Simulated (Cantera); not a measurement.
Feed: 1 mol Cr₂O₃, 3.2 mol H₂, 4.8 mol H₂O, held at 2073.15 K and 0.00660 bar.

Method: chemical equilibrium by Gibbs-energy minimisation in Cantera with the NASA 1993 tables (ideal gas, pure condensed phases). Candidate condensed phases: Cr, Cr₂O₃, H₂O; 13 gas species. Rates play no part.

Base state: H₂O 0.589, H₂ 0.386, H 0.0201, OH 0.00350, CrO 0.000611, Cr 0.000546, CrO₂ 0.000328, O 0.000131 (mole fractions); condensed: Cr₂O₃(s).

What changes in the equilibrium state with this change: pressure from 0.00660 bar to 0.0350 bar?


```csv
species,before,after
H₂O,0.589,0.595
H₂,0.386,0.394
H,0.0201,0.00883
CrO,0.000611,0.000116
O₂,8.55e-5,1.58e-5
O,0.000131,2.44e-5
"Cr₂O₃(s), mol",0.994,0.999
```

What changes in the equilibrium state with this change: H₂ from 3.2 to 68 mol?


```tsv
species	before	after
H₂	0.386	0.843
H₂O	0.589	0.100
H	0.0201	0.0298
Cr	0.000546	0.0242
O₂	8.55e-5	5.15e-7
O	0.000131	1.02e-5
OH	0.00350	0.000401
Cr₂O₃(s), mol	0.994	0
```
